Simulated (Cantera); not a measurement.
Input: 1 mol SiH₂Cl₂, 25 mol NH₃, 33 mol H₂, at 675 °C and 7.80 Pa.

Method: chemical equilibrium by Gibbs-energy minimisation in Cantera with the NASA 1993 tables (ideal gas, pure condensed phases). Candidate condensed phases: NH₄Cl, Si, Si₃N₄; 28 gas species. Rates play no part.

Base state: H₂ 0.836, N₂ 0.140, HCl 0.0237 (mole fractions); condensed: Si₃N₄(s).

Q: What changes in the equilibrium state with this change: temperature from 675 °C to 1300 °C?

A: 
```tsv
species	before	after
H₂	0.836	0.827
N₂	0.140	0.147
HCl	0.0237	0.0200
H	5.45e-8	0.00419
SiCl₂	2.60e-8	0.00164
Si	<1e-9	0.000707
SiCl	<1e-9	5.54e-5
Si₃N₄(s), mol	0.333	0
Si(s), mol	0	0.792
```
The tables' values for SiCl are old estimates; treat these amounts as uncertain.

Q: What changes in the equilibrium state with this change: SiH₂Cl₂ replaced by SiH₄?

A: 
```csv
species,before,after
H₂,0.836,0.860
N₂,0.140,0.140
HCl,0.0237,0
"Si₃N₄(s), mol",0.333,0.333
```

Q: What changes in the equilibrium state with this change: NH₃ from 25 to 3.1 mol?

A: 
| species | before | after |
|---|---|---|
| H₂ | 0.836 | 0.929 |
| HCl | 0.0237 | 0.0493 |
| N₂ | 0.140 | 0.0218 |
| Si₃N₄(s), mol | 0.333 | 0.333 |
